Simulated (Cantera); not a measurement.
A Cantera script and what it prints.

```python
import numpy as np
import cantera as ct

gas_names = """
    H HNO HNO2 HNO3 HO2 H2 H2O H2O2 N NH NH2 NH3 NH2OH NO NO2 NO3 N2 N2H2 N2H4 N2O O OH O2 O3 Si SiH
    SiH2 SiH3 SiH4 SiN SiO SiO2 Si2 Si2N Si3
""".split()
cond_names = """
    H2O(s) H2O(L) Si(cr) Si(L) SiO2(Lqz) SiO2(hqz) SiO2(L) Si2N2O(s) Si3N4(a)
""".split()


def load(file, names, dense=False):
    # The tables refer to 1 bar. Condensed volumes are neglected.
    table = {s.name: s for s in ct.Species.list_from_file(file)}
    out = []
    for n in names:
        d = dict(table[n].input_data)
        d["thermo"] = dict(d["thermo"], **{"reference-pressure": 1e5})
        if dense:
            d["equation-of-state"] = {"model": "constant-volume", "density": "1e6 g/cm^3"}
        out.append(ct.Species.from_dict(d))
    return out


gas = ct.Solution(thermo="ideal-gas", species=load("nasa_gas.yaml", gas_names))
cond = {s.name: ct.Solution(thermo="fixed-stoichiometry", species=[s], name=s.name)
        for s in load("nasa_condensed.yaml", cond_names, dense=True)}
atoms = {
    'Si3N4': {'Si': 3, 'N': 4},
    'O2': {'O': 2},
    'H2': {'H': 2},
}
top_T = {'Si2N2O(s)': 2100, 'Si3N4(a)': 2400}  # K; cautious upper limits of use, not melting points


def equilibrate(T, P, feed):
    n = {}
    for name, mol in feed.items():
        for a, k in atoms[name].items():
            n[a] = n.get(a, 0.0) + k * mol
    gas.TPX = T, P, n
    mass = sum(n.values()) * gas.mean_molecular_weight
    gas.equilibrate("TP")
    valid = [c for c in cond.values() if c.min_temp <= T <= top_T.get(c.name, c.max_temp)]
    mix = ct.Mixture([(gas, mass / gas.mean_molecular_weight)] + [(c, 0.0) for c in valid])
    mix.T, mix.P = T, P
    mix.equilibrate("TP", solver="vcs", rtol=1e-11, max_steps=5000)
    return mix


results = []
feed = {'Si3N4': 1, 'O2': 0.034, 'H2': 700}  # mol
P = 5700  # Pa
for T in [1300, 1375, 1450, 1525, 1600, 1675, 1750, 1825, 1900, 1975, 2050, 2125, 2200]:
    mix = equilibrate(T, P, feed)
    results.append((T, P, feed, dict(zip(mix.species_names, mix.species_moles))))

top = {s: max(r[3][s] / sum(r[3][g] for g in gas_names) for r in results) for s in gas_names}
cols = sorted((s for s in top if top[s] > 0.001), key=lambda s: -top[s])[:5]
seen = [c for c in cond_names if any(r[3].get(c, 0) > 1e-12 for r in results)]
print("log10 of partial pressures in bar; condensed amounts in mol")
print(f"{'T/K':>10s}" + "".join(f"{s[:9]:>10s}" for s in cols + seen))
for T, P, feed, n in results:
    ng = sum(n[g] for g in gas_names)
    print(f"{T:10.4g}" + "".join(f"{np.log10(max(n[s] / ng * P / 1e5, 1e-99)):10.3f}" for s in cols)
          + "".join(f"{n.get(c, 0):10.4g}" for c in seen))
```

Output:

```
log10 of partial pressures in bar; condensed amounts in mol
       T/K        H2         H        Si        N2    Si(cr)     Si(L) Si2N2O(s)  Si3N4(a)
      1300    -1.244    -6.578   -10.743    -5.734         0         0   0.06798    0.9547
      1375    -1.244    -6.087    -9.387    -5.492   0.02493         0   0.06762    0.9464
      1450    -1.244    -5.646    -8.512    -4.767    0.2792         0   0.06498    0.8624
      1525    -1.245    -5.248    -7.724    -4.114     1.373         0   0.04865    0.5028
      1600    -1.246    -4.887    -7.011    -3.790     2.927         0         0         0
      1675    -1.246    -4.558    -6.363    -3.790     2.916         0         0         0
      1750    -1.246    -4.256    -5.824    -3.790         0     2.892         0         0
      1825    -1.246    -3.979    -5.342    -3.790         0     2.835         0         0
      1900    -1.247    -3.724    -4.899    -3.790         0     2.697         0         0
      1975    -1.248    -3.488    -4.490    -3.791         0     2.384         0         0
      2050    -1.250    -3.269    -4.112    -3.793         0       1.7         0         0
      2125    -1.254    -3.067    -3.760    -3.795         0    0.2683         0         0
      2200    -1.257    -2.878    -3.700    -3.797         0         0         0         0
```

Method: chemical equilibrium by Gibbs-energy minimisation in Cantera with the NASA 1993 tables (ideal gas, pure condensed phases). Mutual solubility and eutectic melting of coexisting phases are not modelled. Gases not in the tables: Si2H6 and higher silanes.
